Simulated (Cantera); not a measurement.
Charge: 1 mol PbO, 0.32 mol CH₄, 0.22 mol N₂, held at 7.50 Torr.

Equilibrium computed with Cantera from the NASA thermochemical tables; the gas is ideal and each condensed phase is pure. Candidate condensed phases: C, C₆H₆, C₇H₈, C₈H₁₈, H₂O, Pb, PbO, PbO₂, Pb₃O₄; 139 gas species. Equilibrium is a limit: real reactors are often held back by kinetics, nucleation or transport.

Question: Which condensed phases are stable at each of these points (T (°C)): 825, 875, 925, 975, 1025, 1075, 1125, 1175, 1225, 1275, 1325, 1375, 1425?

Answer: 
```csv
T (°C),condensed phases,Pb condensed (%)
825,Pb(l),98.6
875,Pb(l),96.6
925,Pb(l),92.1
975,Pb(l),82.4
1025,Pb(l),59.4
1075,gas only,0.0
1125,gas only,0.0
1175,gas only,0.0
1225,gas only,0.0
1275,gas only,0.0
1325,gas only,0.0
1375,gas only,0.0
1425,gas only,0.0
```

From 825 °C to 1025 °C the condensed part is Pb(l). From 1075 °C to 1425 °C nothing is condensed.
